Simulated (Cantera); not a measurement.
## Adiabatic ignition

An adiabatic, constant-pressure homogeneous reactor starts with 6.86 % CH4, 0.254 % H2, 9.88 % O2, 83.0 % N2, equivalence ratio 1.4, at 1775 K and 7500 Torr.

Cantera simulation using GRI-Mech 3.0 (53 species, 325 reactions); the numbers are that mechanism's predictions, not measurements.

| t (s) | T (K) | x CH4 | x H2 | x O2 | x H2O | x CH2CO | x NO2 |
|---|---|---|---|---|---|---|---|
| 2.00e-6 | 1775 | 0.0685 | 0.00256 | 0.0988 | 3.10e-5 | 4.66e-11 | <1e-12 |
| 5.97e-6 | 1775 | 0.0681 | 0.00264 | 0.0986 | 0.000235 | 1.79e-8 | <1e-12 |
| 1.78e-5 | 1785 | 0.0640 | 0.00379 | 0.0965 | 0.00274 | 7.49e-6 | 5.27e-12 |
| 5.32e-5 | 2577 | <1e-12 | 0.0321 | 0.000525 | 0.0972 | <1e-12 | 1.54e-8 |
| 0.000159 | 2617 | 2.84e-12 | 0.0320 | 0.000106 | 0.100 | <1e-12 | 1.23e-8 |
| 0.000474 | 2617 | 2.91e-12 | 0.0320 | 0.000103 | 0.100 | <1e-12 | 1.83e-8 |
| 0.00141 | 2615 | 2.98e-12 | 0.0322 | 0.000101 | 0.100 | <1e-12 | 2.85e-8 |
| 0.00422 | 2614 | 3.02e-12 | 0.0322 | 9.98e-5 | 0.100 | <1e-12 | 3.33e-8 |
| 0.0126 | 2614 | 3.02e-12 | 0.0322 | 9.97e-5 | 0.100 | <1e-12 | 3.34e-8 |
| 0.0376 | 2614 | 3.02e-12 | 0.0322 | 9.97e-5 | 0.100 | <1e-12 | 3.34e-8 |
| 0.112 | 2614 | 3.02e-12 | 0.0322 | 9.97e-5 | 0.100 | <1e-12 | 3.34e-8 |
| 0.335 | 2614 | 3.02e-12 | 0.0322 | 9.97e-5 | 0.100 | <1e-12 | 3.34e-8 |
| 1.00 | 2614 | 3.02e-12 | 0.0322 | 9.97e-5 | 0.100 | <1e-12 | 3.34e-8 |
x: mole fraction; the columns are a selection and need not sum to one.

* **time of steepest temperature rise**: 38.3 µs
* **temperature at 1.00 s**: 2614 K
* **equilibrium temperature**: 2614 K
* **x(CH4) at 1.00 s**: 3.02e-12 (gas-phase equilibrium 3.43e-12)
* **x(H2) at 1.00 s**: 0.0322 (gas-phase equilibrium 0.0322)
* **x(O2) at 1.00 s**: 9.97e-5 (gas-phase equilibrium 9.97e-5)
